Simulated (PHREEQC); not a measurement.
## Metal-bearing waste water: an equilibrium model

A solution holds 0.0011 mol CdCl2 per kg of water, at 75 °C. Closed to the air; pH follows from the charge balance.

Model: ion-association model, phreeqc.dat, run in PHREEQC.

No solid was allowed to form.

Question: Predict the pH.

Answer: pH 5.87.

Question: In which forms is Cl present?

Answer: Cl- 93 %, CdCl+ 7.3 % of the Cl.

Away from 25 °C the constants follow the database's enthalpies or fits; those with neither stay at their 25 °C values.
